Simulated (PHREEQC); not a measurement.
NaOH is added in steps, without added water, to 1 kg of water holding 0.055 mol HNO3, 0.00042 mol Fe(NO3)3 and 0.00022 mol KH2PO4, at 29 °C. O2 is buffered at 0.21 atm. No CO2 enters from the air. The run lets Fe(OH)3(a), Strengite precipitate or redissolve, and no other solid.

Base run: PHREEQC, ion-association model, wateq4f.dat. Each further column changes one thing. The table gives P in solution (mol/kgw).

| NaOH added (mol) | base | Davies equation for every ion | all activity coefficients set to 1 | metal-ligand complexes left out | Debye-Hückel limiting law |
|---|---|---|---|---|---|
| 0 | 0.000204 | 0.000206 | 0.000120 | 4.47e-5 | 0.000220 |
| 0.0075 | 0.000151 | 0.000152 | 8.86e-5 | 3.17e-5 | 0.000188 |
| 0.0175 | 9.28e-5 | 9.35e-5 | 5.46e-5 | 1.79e-5 | ? |
| 0.025 | 5.87e-5 | 5.89e-5 | ? | 1.03e-5 | 7.30e-5 |
| 0.035 | 2.58e-5 | 2.57e-5 | 1.54e-5 | 3.86e-6 | ? |
| 0.0425 | 1.02e-5 | 1.00e-5 | ? | 1.32e-6 | 1.23e-5 |
| 0.0525 | 5.79e-7 | 5.60e-7 | 3.54e-7 | 8.25e-8 | 6.73e-7 |
| 0.06 | 0.000220 | 0.000220 | 0.000220 | 0.000220 | 0.000220 |

Question: Complete the blanks.

Answer: 
- 0.0175, Debye-Hückel limiting law: 0.000116
- 0.025, all activity coefficients set to 1: 3.47e-5
- 0.035, Debye-Hückel limiting law: 3.16e-5
- 0.0425, all activity coefficients set to 1: 6.12e-6

H3PO4, which wateq4f.dat lacks, is added to it with the constant of phreeqc.dat.
